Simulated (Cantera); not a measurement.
What does this Cantera script print?

```python
import numpy as np
import cantera as ct

gas = ct.Solution("h2o2.yaml")
gas.TPX = 1350, 100000, {'H2': 0.24, 'O2': 1, 'N2': 11}
inlet = ct.Reservoir(gas, clone=True)

reactor = ct.IdealGasConstPressureReactor(gas, energy="off", clone=False)
exhaust = ct.Reservoir(gas, clone=True)
tau = [12, 2.8, 0.62, 0.14, 0.031, 0.007, 0.0016, 0.00035][0]
for a, b in ((inlet, reactor), (reactor, exhaust)):
    ct.MassFlowController(a, b, mdot=lambda t: reactor.mass / tau)
net = ct.ReactorNet([reactor])
show = ['H2', 'O2', 'H2O2', 'H', 'OH']

rows = []
print(f"{'tau/s':>10s}{'T/K':>9s}" + "".join(f"{s:>11s}" for s in show))
for tau in [12, 2.8, 0.62, 0.14, 0.031, 0.007, 0.0016, 0.00035]:
    net.initial_time = 0.0
    net.advance(30 * tau)
    before = gas.X
    net.advance(40 * tau)
    drift = np.max(np.abs(gas.X - before) / (gas.X + 1e-9))
    rows.append([gas.T, *gas[show].X, drift])
    print(f"{tau:10.3e}{gas.T:9.1f}" + "".join(f"{x:11.3e}" for x in gas[show].X))
```

It prints:

```
     tau/s      T/K         H2         O2       H2O2          H         OH
 1.200e+01   1350.0  2.304e-06  7.260e-02  7.620e-09  3.451e-08  2.917e-05
 2.800e+00   1350.0  6.071e-06  7.259e-02  1.747e-08  1.435e-07  4.655e-05
 6.200e-01   1350.0  1.637e-05  7.258e-02  3.971e-08  6.376e-07  7.586e-05
 1.400e-01   1350.0  4.286e-05  7.257e-02  8.489e-08  2.796e-06  1.234e-04
 3.100e-02   1350.0  1.105e-04  7.253e-02  1.727e-07  1.248e-05  2.040e-04
 7.000e-03   1350.0  2.716e-04  7.246e-02  3.253e-07  5.381e-05  3.408e-04
 1.600e-03   1350.0  6.422e-04  7.233e-02  5.629e-07  2.198e-04  5.755e-04
 3.500e-04   1350.0  1.533e-03  7.222e-02  8.926e-07  8.305e-04  9.710e-04
```

Detailed kinetics in Cantera: the H2/O2 subset of GRI-Mech 3.0, which has no nitrogen chemistry.
